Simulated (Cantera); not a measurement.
Feed: 1 mol TiO2, 2 mol CH4, 2 mol H2, equilibrated at 1323 K and 3.53 Torr.

Cantera equilibrium calculation (NASA polynomials, part measured and part estimated; ideal gas, pure solids and liquids). Candidate condensed phases: C, C6H6, C7H8, C8H18, H2O, Ti, TiC, TiO, TiO2, Ti2O3, Ti3O5, Ti4O7; 113 gas species. Mutual solubility and eutectic melting of coexisting phases are not modelled. TiC: taken at fixed stoichiometry. Equilibrium is a limit: real reactors are often held back by kinetics, nucleation or transport.

Base state: H2 0.811, CO 0.189, H2O 3.04e-5, H 2.08e-5 (mole fractions); condensed: TiC(s) + Ti2O3(s).

Q: What changes in the equilibrium state with this change: 1.6 mol CO2 added?

A: 
| species | before | after |
|---|---|---|
| H2 | 0.811 | 0.625 |
| CO | 0.189 | 0.375 |
| H2O | 3.04e-5 | 6.03e-5 |
| CO2 | 3.82e-6 | 1.95e-5 |
| H | 2.08e-5 | 1.83e-5 |
| TiC(s), mol | 0.600 | 0 |
| Ti2O3(s), mol | 0.200 | 0.202 |
| Ti3O5(s), mol | 0 | 0.199 |
